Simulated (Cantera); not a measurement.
Charge: 1 mol Si, 2 mol HCl, 1 mol H2, a varied amount of Cl2, at 575 K and 5.20 bar.

These are equilibrium values from Cantera (NASA tables, ideal gas, pure condensed phases), not measurements of a reactor. Candidate condensed phases: Si; 19 gas species. The numbers say what is thermodynamically allowed, not how fast it happens.

Problem. Which condensed phases are stable at each of these points (n(Cl2) (mol)): 0.5, 0.82, 1.1, 1.4, 1.8, 2.1, 2.4, 2.7?

Solution. 
```tsv
n(Cl2) (mol)	condensed phases	Si condensed (%)
0.5	Si(s)	15.3
0.82	gas only	0.0
1.1	gas only	0.0
1.4	gas only	0.0
1.8	gas only	0.0
2.1	gas only	0.0
2.4	gas only	0.0
2.7	gas only	0.0
```

At 0.5 mol Cl2 the condensed part is Si(s). From 0.82 mol Cl2 to 2.7 mol Cl2 nothing is condensed.
